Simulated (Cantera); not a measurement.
Charge: 1 mol Nb₂O₅, 37 mol H₂, 1.6 mol H₂O, at 848.15 K and 2100 Pa.

Cantera equilibrium calculation (NASA polynomials, part measured and part estimated; ideal gas, pure solids and liquids). Candidate condensed phases: H₂O, Nb, NbO, NbO₂, Nb₂O₅; 12 gas species. Condensed phases not in the tables: the oxides between NbO₂ and Nb₂O₅. Kinetics and transport are ignored.

Base state: H₂ 0.959, H₂O 0.0415 (mole fractions); condensed: Nb₂O₅(s).

Q: What changes in the equilibrium state with this change: temperature from 848.15 K to 1425 K?

A: 
| species | before | after |
|---|---|---|
| H₂ | 0.959 | 0.935 |
| H₂O | 0.0415 | 0.0647 |
| H | <1e-9 | 4.55e-5 |
| Nb₂O₅(s), mol | 1.00 | 0.104 |
| NbO₂(s), mol | 0 | 1.79 |
Mutual solubility and eutectic melting of coexisting phases are not modelled.
